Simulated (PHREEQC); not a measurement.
A PHREEQC speciation (ion-association model, phreeqc.dat) at 25 °C gives pH 11.22 and these molalities:

| species | mol/kgw |
|---|---|
| Na+ | 0.109 |
| CO3-2 | 0.0387 |
| NaCO3- | 0.0270 |
| OH- | 0.00230 |
| HCO3- | 0.00222 |
| NaHCO3 | 7.67e-5 |

**Question.** What are the element totals, and what could have been dissolved in 1 kg of water to give them?

**Answer.** Several could match; the one computed here: totals C(4) 0.0680, Na 0.136 mol/kgw, from 68 mmol/kgw Na2CO3.

This is a speciation only: nothing precipitates in the calculation.
